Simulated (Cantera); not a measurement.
Thermodynamics of silicon oxide and oxynitride deposition, feed Si2H6 + O3

Input: 1 mol Si2H6, a varied amount of O3, equilibrated at 0.00133 bar.

Equilibrium computed with Cantera from the NASA thermochemical tables; the gas is ideal and each condensed phase is pure. Candidate condensed phases: H2O, Si, SiO2; 18 gas species. The feed counts by its element totals alone. Rates play no part.

Stable condensed phases:

```
T in °C \ n(O3) in mol
         0.098  0.12  0.14  0.18  0.21  0.26  0.32  0.38  0.47  0.57
   1850      A     A     A     A     A     A     A     A     B     B
   1825      A     A     A     A     A     A     A     A     A     B
   1800      A     A     A     A     A     A     A     A     A     B
   1775      A     A     A     A     A     A     A     A     A     B
   1750      A     A     A     A     A     A     A     A     A     A
   1725      A     A     A     A     A     A     A     A     A     A
   1700      A     A     A     A     A     A     A     A     A     A
   1675      A     A     A     A     A     A     A     A     A     A
   1650      A     A     A     A     A     A     A     A     A     A
   1625      A     A     A     A     A     A     A     A     A     A
```

A: Si; B: gas only.
